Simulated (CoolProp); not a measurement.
n-perfluoropentane along the isotherm 226.85 °C: density (kg/m³) from the reference equation and from simpler models built on Tc = 147.9 °C, pc = 2063 kPa, ω = 0.436; each cubic takes its own stable root.

The numbers come from the reference Helmholtz-energy equation of state, Gao 2022 in CoolProp.

```tsv
p (kPa)	phase	reference	ideal gas	van der Waals	Redlich-Kwong	Soave-Redlich-Kwong	Peng-Robinson
397	gas	28.50	27.51	28.60	28.66	28.45	28.63
793	gas	59.11	54.94	59.65	59.81	58.88	59.61
1190	gas	92.34	82.45	93.93	94.15	91.69	93.41
1590	gas	128.8	110.2	132.6	132.6	127.4	130.6
1980	gas	167.6	137.2	175.7	174.5	165.0	170.1
2380	supercritical	211.0	164.9	227.3	223.2	206.6	214.3
2780	supercritical	258.4	192.6	289.6	278.7	251.5	262.3
3170	supercritical	308.6	219.6	362.8	339.8	298.1	312.4
3570	supercritical	364.1	247.3	444.5	408.3	348.3	366.5
3970	supercritical	423.2	275.1	516.0	478.5	399.6	422.1
4360	supercritical	482.9	302.1	569.4	543.2	449.4	476.2
4760	supercritical	544.0	329.8	611.3	602.4	498.7	530.0
5160	supercritical	602.3	357.5	644.6	653.6	545.1	580.9
```
